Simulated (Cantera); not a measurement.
Input: 1 mol PbO, 0.063 mol O2, 0.39 mol N2, held at 1375 K and 10.0 mbar.

Method: chemical equilibrium by Gibbs-energy minimisation in Cantera with the NASA 1993 tables (ideal gas, pure condensed phases). Candidate condensed phases: Pb, PbO, PbO2, Pb3O4; 12 gas species. Gases not in the tables: (PbO)n polymers. Equilibrium is a limit: real reactors are often held back by kinetics, nucleation or transport.

Problem. What is the equilibrium state?

Solution. 
```json
{
 "x(N2)": "0.717",
 "x(PbO)": "0.154",
 "x(O2)": "0.120",
 "x(Pb)": "0.00872",
 "x(NO)": "0.000453",
 "x(O)": "2.21e-6",
 "n(PbO(l))": "0.912 mol",
 "gas_amount": "0.5436 mol",
 "log10 activity of Pb(l) (absent)": "-1.88"
}
```
